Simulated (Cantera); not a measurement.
An adiabatic, constant-volume homogeneous reactor starts with C₃H₈ : O₂ : N₂ = 1 : 3.12 : 11.8 (molar parts), equivalence ratio 1.6, at 1498 K and 22000 Pa. Integrator tolerance rtol = 1e-08.

Computed with Cantera and GRI-Mech 3.0 (53 species, 325 reactions). GRI-Mech 3.0 was tuned for natural gas; its chemistry of propane as a main component is partial and can be far from experiment.

```csv
quantity,before,after
time of steepest temperature rise,0.222 ms,0.735 ms
temperature at 0.100 s,2822 K,2788 K
equilibrium temperature,2822 K,2788 K
x(C₃H₈) at 0.100 s,<1e-12 (gas-phase equilibrium <1e-12),<1e-12 (gas-phase equilibrium <1e-12)
x(O₂) at 0.100 s,0.00270 (gas-phase equilibrium 0.00270),0.00210 (gas-phase equilibrium 0.00210)
x(O) at 0.100 s,0.00434 (gas-phase equilibrium 0.00434),0.00324 (gas-phase equilibrium 0.00324)
x(CH₄) at 0.100 s,<1e-12 (gas-phase equilibrium <1e-12),<1e-12 (gas-phase equilibrium <1e-12)
x(N₂O) at 0.100 s,1.32e-7 (gas-phase equilibrium 1.32e-7),1.16e-7 (gas-phase equilibrium 1.16e-7)
x(HCO) at 0.100 s,1.98e-7 (gas-phase equilibrium 1.98e-7),1.89e-7 (gas-phase equilibrium 1.89e-7)
x(NO₂) at 0.100 s,2.01e-7 (gas-phase equilibrium 2.01e-7),1.59e-7 (gas-phase equilibrium 1.59e-7)
```

Task: Which change was made?
A. initial temperature 1498 to 1375 K
B. O2 3.12 to 2 parts
C. constant pressure in place of constant volume
D. pressure from 22000 Pa to 260000 Pa

Result: A, initial temperature 1498 to 1375 K
